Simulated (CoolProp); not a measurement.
Vapour-liquid equilibrium of n-hexane (1) + toluene (2) at 56.85 °C; x and y are mole fractions of (1).

Computed with CoolProp (multi-fluid Helmholtz-energy mixture model, Thol 2019 and Lemmon 2006; pair parameters Bell 2016).

```json
[
 {"x": "0.05", "bubble pressure, mixture model (kPa)": "20.69", "bubble pressure, Raoult's law (kPa)": "18.96", "y, mixture model": "0.246", "y, Raoult's law": "0.181"},
 {"x": "0.15", "bubble pressure, mixture model (kPa)": "28.15", "bubble pressure, Raoult's law (kPa)": "24.19", "y, mixture model": "0.497", "y, Raoult's law": "0.426"},
 {"x": "0.25", "bubble pressure, mixture model (kPa)": "34.39", "bubble pressure, Raoult's law (kPa)": "29.43", "y, mixture model": "0.628", "y, Raoult's law": "0.584"},
 {"x": "0.35", "bubble pressure, mixture model (kPa)": "39.80", "bubble pressure, Raoult's law (kPa)": "34.67", "y, mixture model": "0.712", "y, Raoult's law": "0.694"},
 {"x": "0.45", "bubble pressure, mixture model (kPa)": "44.66", "bubble pressure, Raoult's law (kPa)": "39.91", "y, mixture model": "0.774", "y, Raoult's law": "0.775"},
 {"x": "0.55", "bubble pressure, mixture model (kPa)": "49.18", "bubble pressure, Raoult's law (kPa)": "45.14", "y, mixture model": "0.824", "y, Raoult's law": "0.837"},
 {"x": "0.65", "bubble pressure, mixture model (kPa)": "53.53", "bubble pressure, Raoult's law (kPa)": "50.38", "y, mixture model": "0.867", "y, Raoult's law": "0.886"},
 {"x": "0.75", "bubble pressure, mixture model (kPa)": "57.80", "bubble pressure, Raoult's law (kPa)": "55.62", "y, mixture model": "0.907", "y, Raoult's law": "0.927"},
 {"x": "0.85", "bubble pressure, mixture model (kPa)": "62.09", "bubble pressure, Raoult's law (kPa)": "60.85", "y, mixture model": "0.945", "y, Raoult's law": "0.960"},
 {"x": "0.95", "bubble pressure, mixture model (kPa)": "66.47", "bubble pressure, Raoult's law (kPa)": "66.09", "y, mixture model": "0.982", "y, Raoult's law": "0.988"}
]
```

The largest gap from Raoult's law is +16.9 % in bubble pressure, at x = 0.25. No azeotrope shows between x = 0.05 and 0.95.

The pair parameters rest on a limited set of measurements; away from them the model extrapolates.
